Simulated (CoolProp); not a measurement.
Normal hydrogen at 293.15 K and 2.49 MPa flows at 9.6 m/s in a round tube of 25 mm bore and 45 µm roughness, fully developed (64/Re and Nu = 3.66 if laminar; Colebrook and Gnielinski if turbulent). Each further row changes one setting.

Computed with CoolProp (reference Helmholtz-energy equation of state, Leachman 2009).

| case | Reynolds number | Darcy friction factor | pressure drop (Pa/m) | heat-transfer coefficient (W/(m² K)) | mass flow (kg/h) |
|---|---|---|---|---|---|
| as stated | 55200 | 0.0258 | … | 1060 | … |
| velocity 19.2 m/s | 110000 | 0.0244 | … | 2010 | 68.9 |
| diameter 50 mm | 110000 | … | 40.4 | … | 138 |

### Question
Some entries are withheld; supply them.

### Answer

- as stated, pressure drop (Pa/m): 96.4
- as stated, mass flow (kg/h): 34.4
- velocity 19.2 m/s, pressure drop (Pa/m): 365
- diameter 50 mm, Darcy friction factor: 0.0216
- diameter 50 mm, heat-transfer coefficient (W/(m² K)): 881

Viscosity comes from a separate model (Muzny 2013). Thermal conductivity comes from a separate model (Assael 2011).
